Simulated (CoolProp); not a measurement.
Vapour-liquid equilibrium of n-heptane (1) + m-xylene (2) at 347 K; x and y are mole fractions of (1).

The numbers come from the multi-fluid Helmholtz-energy mixture model, Span 2003 and Zhou 2012; pair parameters Bell 2016 in CoolProp.

| x | bubble pressure, mixture model (MPa) | bubble pressure, Raoult's law (MPa) | y, mixture model | y, Raoult's law |
|---|---|---|---|---|
| 0.05 | 0.01436 | 0.01358 | 0.213 | 0.171 |
| 0.15 | 0.01881 | 0.01703 | 0.457 | 0.408 |
| 0.25 | 0.02271 | 0.02048 | 0.596 | 0.566 |
| 0.35 | 0.02622 | 0.02393 | 0.689 | 0.678 |
| 0.45 | 0.02949 | 0.02738 | 0.759 | 0.762 |
| 0.55 | 0.03261 | 0.03083 | 0.816 | 0.827 |
| 0.65 | 0.03565 | 0.03428 | 0.864 | 0.879 |
| 0.75 | 0.03867 | 0.03773 | 0.907 | 0.921 |
| 0.85 | 0.04171 | 0.04118 | 0.946 | 0.957 |
| 0.95 | 0.04479 | 0.04463 | 0.983 | 0.987 |

The largest gap from Raoult's law is +10.9 % in bubble pressure, at x = 0.25. No azeotrope shows between x = 0.05 and 0.95.

The pair parameters rest on a limited set of measurements; away from them the model extrapolates.
